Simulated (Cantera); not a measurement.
**Premixed flame**

A freely propagating, adiabatic, planar premixed flame of 35.3 % H2, 13.6 % O2, 51.1 % N2, unburnt at 675 K and 0.330 bar; mixture-averaged transport, grid criteria slope 0.08 and curve 0.16, no radiation.

Detailed kinetics in Cantera: the H2/O2 subset of GRI-Mech 3.0, which has no nitrogen chemistry. Burning velocities carry a grid error of a few per cent, more on coarse grids.

| z (mm) | T (K) | u (m/s) | x H2 | x O2 | x H | x HO2 | x H2O2 | x O |
|---|---|---|---|---|---|---|---|---|
| -6.20 | 675 | 9.36 | 0.353 | 0.136 | <1e-8 | <1e-8 | <1e-8 | <1e-8 |
| -4.13 | 675 | 9.36 | 0.353 | 0.136 | <1e-8 | <1e-8 | <1e-8 | <1e-8 |
| -3.10 | 675 | 9.36 | 0.353 | 0.136 | <1e-8 | <1e-8 | <1e-8 | <1e-8 |
| -2.07 | 675 | 9.36 | 0.353 | 0.136 | 3.26e-7 | 5.62e-7 | <1e-8 | <1e-8 |
| -1.03 | 682 | 9.44 | 0.351 | 0.136 | 0.000378 | 7.97e-5 | 4.59e-7 | 9.52e-6 |
| -0.517 | 797 | 10.9 | 0.329 | 0.132 | 0.00942 | 6.28e-5 | 1.13e-6 | 0.000345 |
| 0 | 1191 | 15.8 | 0.191 | 0.0832 | 0.0721 | 2.78e-5 | 1.36e-6 | 0.00729 |
| 0.517 | 1480 | 19.4 | 0.0883 | 0.0236 | 0.107 | 7.55e-6 | 1.19e-6 | 0.0121 |
| 1.03 | 1603 | 20.9 | 0.0818 | 0.0159 | 0.0999 | 4.56e-6 | 8.43e-7 | 0.0118 |
| 2.07 | 1744 | 22.5 | 0.0860 | 0.0134 | 0.0849 | 3.32e-6 | 4.90e-7 | 0.0107 |
| 4.13 | 1902 | 24.2 | 0.0899 | 0.0109 | 0.0685 | 2.35e-6 | 2.59e-7 | 0.00897 |
| 8.26 | 2064 | 26.0 | 0.0922 | 0.00825 | 0.0526 | 1.61e-6 | 1.40e-7 | 0.00681 |
| 16.5 | 2218 | 27.6 | 0.0930 | 0.00569 | 0.0384 | 1.11e-6 | 8.46e-8 | 0.00461 |
x: mole fraction of selected species; z is measured from the peak of heat release.

```yaml
laminar_burning_velocity: 936 cm/s
thermal_thickness: 2.07 mm
peak x(H): 0.107
peak x(HO2): 8.43e-5
peak x(H2O2): 1.49e-6
peak x(O): 0.0121
```
